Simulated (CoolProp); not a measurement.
A simple Rankine cycle with hexamethyldisiloxane (MM): condensing at 307.15 K, boiler at 0.137 MPa, turbine inlet 399.5 K, turbine efficiency 0.65, pump efficiency 0.8, no recuperator. Each further row changes one setting.

Computed with CoolProp (reference Helmholtz-energy equation of state, Thol 2016).

```tsv
case	thermal efficiency (%)	net work (kJ/kg)	heat in (kJ/kg)	turbine exit temperature (K)	volume ratio over the turbine
as stated	9.2	34.1	371	377.0	15.9
turbine inlet 419.5 K	8.8	36.0	407	397.0	15.8
condensing temperature 299.15 K	10.0	38.7	386	374.2	23.4
boiler pressure 0.0959 MPa	8.1	30.1	372	380.3	11.0
turbine efficiency 0.55	7.8	28.8	371	380.1	16.1
```
